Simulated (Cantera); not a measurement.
A perfectly stirred reactor is fed with 12.8 % CH₄, 18.3 % O₂, 68.8 % N₂, equivalence ratio 1.4, at 1.60 bar; it is adiabatic with a 673 K inlet, and is followed from long to short residence time, starting on the burning branch (τ in s: 0.36, 0.16, 0.074, 0.033, 0.015, 0.0069, 0.0031, 0.0014, 0.00065, 0.00029, 0.00013, 6e-05).

Cantera simulation using GRI-Mech 3.0 (53 species, 325 reactions); the numbers are that mechanism's predictions, not measurements.

x: mole fraction; the columns are a selection and need not sum to one.

| τ (s) | T (K) | x CH₄ | x O₂ | x CH₂O | x O | x C₂H₂ |
|---|---|---|---|---|---|---|
| 0.36 | 2244 | 9.83e-6 | 2.72e-5 | 2.40e-7 | 1.33e-5 | 4.58e-8 |
| 0.16 | 2242 | 1.81e-5 | 4.16e-5 | 4.84e-7 | 1.60e-5 | 1.56e-7 |
| 0.074 | 2239 | … | … | … | … | … |
| 0.033 | 2235 | 4.73e-5 | 0.000114 | 1.69e-6 | 2.86e-5 | 1.11e-6 |
| 0.015 | 2230 | 7.07e-5 | 0.000196 | 3.00e-6 | 4.16e-5 | 2.49e-6 |
| 0.0069 | 2223 | 0.000104 | 0.000335 | 5.20e-6 | 6.16e-5 | 5.23e-6 |
| 0.0031 | 2213 | … | … | … | … | … |
| 0.0014 | 2201 | 0.000264 | 0.00105 | 1.65e-5 | 0.000129 | 2.66e-5 |
| 0.00065 | 2186 | 0.000463 | 0.00192 | 3.03e-5 | 0.000170 | 6.50e-5 |
| 0.00029 | 2162 | 0.000923 | 0.00384 | 6.01e-5 | 0.000217 | 0.000173 |
| 0.00013 | 2110 | 0.00217 | 0.00868 | 0.000131 | 0.000263 | 0.000470 |
| 6.0e-5 | 673 | 0.128 | 0.183 | <1e-12 | <1e-12 | <1e-12 |

Task: Complete the blanks.

Result: 
- 0.074, x CH₄: 2.99e-5
- 0.074, x O₂: 6.68e-5
- 0.074, x CH₂O: 9.08e-7
- 0.074, x O: 2.05e-5
- 0.074, x C₂H₂: 4.35e-7
- 0.0031, x CH₄: 0.000160
- 0.0031, x O₂: 0.000589
- 0.0031, x CH₂O: 9.18e-6
- 0.0031, x O: 9.10e-5
- 0.0031, x C₂H₂: 1.14e-5
